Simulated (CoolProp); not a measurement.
Values from CoolProp's reference Helmholtz-energy equation of state, Wu 2012.

**Question.** For fluoroethane (R161), give the phase and the cp (kJ/(kg K)) at 339.9 K and 1.01 bar; 395 K and 1.01 bar; 422.5 K and 1.01 bar.

**Answer.** 
- 339.9 K and 1.01 bar: gas; cp 1.38
- 395 K and 1.01 bar: gas; cp 1.54
- 422.5 K and 1.01 bar: gas; cp 1.62
